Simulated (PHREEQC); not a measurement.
Dissolve 1.2 mmol/kgw ZnSO4, 70 mmol/kgw H3BO3 and 0.15 mmol/kgw FeSO4 at 80 °C. Closed to the air; pH follows from the charge balance.

Computed with PHREEQC (ion-association model, wateq4f.dat).

No solid was allowed to form.

Problem. Order these S species by the share of S that they hold, largest first: Zn(SO4)2-2, HSO4-, ZnSO4, FeSO4, SO4-2.

Solution. SO4-2 (83 %), ZnSO4 (15 %), FeSO4 (2.2 %), HSO4- (0.25 %), Zn(SO4)2-2 (0.19 %)

The pH is 5.01 and the ionic strength 0.00448 mol/kgw. Species that the database lacks are ignored. Constants without temperature data keep their 25 °C values here.
